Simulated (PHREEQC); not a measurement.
Make-up at 35 °C: 46 mmol/kgw HF, 1.3 mmol/kgw NaF and 0.26 mmol/kgw H4SiO4. Closed to the air; pH follows from the charge balance.

The numbers come from PHREEQC with the ion-association model, phreeqc.dat.

```csv
quantity,before,after
pH,2.33,2.50
ionic strength (mol/kgw),0.00664,0.00418
F- (mol/kgw),0.00505,0.00352
HF2- (mol/kgw),0.000809,0.000271
SI of Quartz (SiO2),-6.37,-5.07
```

Which change was made?
A) diluted 2-fold with water
B) temperature from 35 to 90 °C
C) H4SiO4 from 0.00026 to 0.0013 mol/kgw
D) diluted 100-fold with water
E) temperature from 35 to 60 °C

A, diluted 2-fold with water

No solid was allowed to form. SiF6-2 is the database's only silicon fluoride.
